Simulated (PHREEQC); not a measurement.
## Brine: an equilibrium model

A solution holds 1.3 mol K2CO3 and 0.00057 mol H4SiO4 per kg of water, at 2.7 °C. Closed to the air; pH follows from the charge balance.

Computed with PHREEQC (Pitzer model, pitzer.dat).

Precipitation was switched off in this run.

Question: Predict the pH, osmotic coefficient, density.

Answer: pH 12.49; osmotic coefficient 0.788; density 1.142 g/cm³.

Question: In which forms is Si present?

Answer: H3SiO4- 62 %, H2SiO4-2 37 % of the Si.

In brines, pH and single-ion activities rest on the MacInnes convention. Constants without temperature data keep their 25 °C values here.
